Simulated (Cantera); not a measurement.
A closed system holds: 1 mol SiH₂Cl₂, 47 mol NH₃, 0.23 mol H₂, 20 mol N₂, at 43.0 mbar.

These are equilibrium values from Cantera (NASA tables, ideal gas, pure condensed phases), not measurements of a reactor. Candidate condensed phases: NH₄Cl, Si, Si₃N₄; 28 gas species. Gases not in the tables: Si₂H₆ and higher silanes. The numbers say what is thermodynamically allowed, not how fast it happens.

Over these rows the condensed part is Si₃N₄(s). Partial pressures as log10 of bar:

```
T (K)  1000/T (1/K)  log p Si  log p H₂  log p N₂  log p HCl
-----  ------------  --------  --------  --------  ---------
1548         0.6460     -8.92     -1.58     -1.80      -3.13
1598         0.6258     -8.19     -1.58     -1.80      -3.13
1648         0.6068         ?     -1.58     -1.80      -3.14
1698         0.5889     -6.87     -1.58     -1.80      -3.15
1748         0.5721     -6.26     -1.58     -1.80      -3.16
1798         0.5562     -5.69     -1.58     -1.80      -3.17
```

Question: Fit log p(Si) = a + b·(1000/T) to the five rows, give the apparent enthalpy, and predict the row at 1648 K.

Answer: Means: 1000/T = 0.5978, log p = -7.186. Sxy = -0.200535, Sxx = 0.0055775, so b = -35.95 and a = -7.186 − (-35.95)×0.5978 = 14.30.
Apparent enthalpy: −19.145 × (-35.95) = 688 kJ/mol. With the condensed phases at unit activity, 1/3 Si₃N₄(s) = Si(g) + 2/3 N₂(g) links this pressure to the main gases: over the six rows their terms move log p by +0.00 in all, so the slope is close to that reaction's ΔH°. The five rows lie within 0.01 of the line.
Prediction at 1648 K: 14.30 + (-35.95)×0.6068 = -7.51. The computed value is -7.51, 0.00 from the line.
